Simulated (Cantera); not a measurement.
Charge: 1 mol NH3, 0.81 mol SO2, 29 mol N2, held at 1.33 mbar.

Equilibrium computed with Cantera from the NASA thermochemical tables; the gas is ideal and each condensed phase is pure. Candidate condensed phases: H2O, H2SO4, S; 35 gas species. Gases not in the tables: S3 to S7. The numbers say what is thermodynamically allowed, not how fast it happens.

x: gas mole fraction; nothing condenses.

| T (K) | x N2 | x H2O | x H2 | x SO2 | x S2 |
|---|---|---|---|---|---|
| 900 | 0.939 | 0.0439 | 0.00145 | 0.00380 | 0.00979 |
| 950 | 0.938 | 0.0435 | 0.00224 | 0.00399 | 0.00989 |
| 1000 | 0.938 | 0.0429 | … | 0.00431 | 0.00990 |
| 1050 | 0.938 | 0.0420 | 0.00442 | 0.00475 | 0.00981 |
| 1100 | 0.937 | 0.0408 | 0.00577 | 0.00529 | 0.00965 |
| 1150 | 0.937 | 0.0395 | … | … | 0.00942 |
| 1200 | 0.937 | 0.0381 | 0.00882 | 0.00661 | 0.00912 |
| 1250 | 0.936 | 0.0366 | 0.0105 | 0.00733 | 0.00877 |
| 1300 | 0.936 | 0.0349 | 0.0121 | 0.00807 | 0.00839 |
| 1350 | 0.935 | 0.0333 | 0.0138 | 0.00881 | 0.00796 |
| 1400 | 0.935 | 0.0316 | 0.0155 | 0.00952 | 0.00751 |
| 1450 | 0.934 | 0.0300 | 0.0172 | 0.0102 | 0.00702 |

Complete the blanks.


- 1000, x H2: 0.00324
- 1150, x H2: 0.00725
- 1150, x SO2: 0.00592
